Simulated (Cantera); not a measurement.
Thermodynamics of boron, boron nitride and boron oxide, feed borazine + NH3 + N2

Feed: 1 mol borazine, 0.26 mol NH3, a varied amount of N2, at 1073.15 K and 0.640 bar.

Equilibrium computed with Cantera from the NASA thermochemical tables; the gas is ideal and each condensed phase is pure. Candidate condensed phases: B, BN; 15 gas species. The feed counts by its element totals alone. Kinetics and transport are ignored.

```tsv
n(N2) (mol)	x N2	x H2	x NH3	x H	n BN(s)
0.34	0.122	0.878	6.80e-5	1.65e-8	3.00
0.57	0.171	0.829	7.39e-5	1.60e-8	3.00
0.95	0.242	0.758	7.68e-5	1.53e-8	3.00
1.6	0.338	0.662	7.41e-5	1.43e-8	3.00
2.6	0.446	0.554	6.52e-5	1.31e-8	3.00
4.4	0.572	0.428	5.01e-5	1.15e-8	3.00
7.3	0.687	0.313	3.44e-5	9.84e-9	3.00
12	0.782	0.218	2.14e-5	8.21e-9	3.00
20	0.856	0.144	1.20e-5	6.67e-9	3.00
34	0.910	0.0903	6.13e-6	5.28e-9	3.00
```
x: gas mole fraction; n: condensed amount in mol.

From 0.34 mol N2 to 34 mol N2 the condensed part is BN(s).
